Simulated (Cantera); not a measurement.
Input: 1 mol SiHCl3, 0.022 mol Cl2, 31 mol H2, equilibrated at 1350 °C and 0.690 bar.

Cantera equilibrium calculation (NASA polynomials, part measured and part estimated; ideal gas, pure solids and liquids). Candidate condensed phases: Si; 19 gas species. The tables' values for SiCl3 are old estimates; treat these amounts as uncertain. Kinetics and transport are ignored.

Base state: H2 0.924, HCl 0.0604, SiCl2 0.0138, SiCl3 0.000865, SiHCl3 0.000300, SiCl4 0.000126, SiH2Cl2 0.000120, H 8.01e-5 (mole fractions); condensed: Si(s).

Question: What changes in the equilibrium state with this change: H2 from 31 to 520 mol?

Answer: 
```
species       before     after
----------  --------  --------
H2             0.924     0.994
HCl           0.0604   0.00560
SiCl2         0.0138  0.000110
SiCl4       0.000126   8.09e-9
SiCl3       0.000865   6.19e-7
SiHCl3      0.000300   2.23e-7
SiH2Cl2     0.000120   1.03e-6
SiH3Cl       1.44e-5   1.44e-6
Si(s), mol     0.497     0.936
```

Question: What changes in the equilibrium state with this change: SiHCl3 replaced by SiCl4?

Answer: 
```csv
species,before,after
H2,0.924,0.903
HCl,0.0604,0.0732
SiCl2,0.0138,0.0208
SiCl4,0.000126,0.000286
SiCl3,0.000865,0.00159
SiHCl3,0.000300,0.000547
SiH2Cl2,0.000120,0.000176
"Si(s), mol",0.497,0.229
```
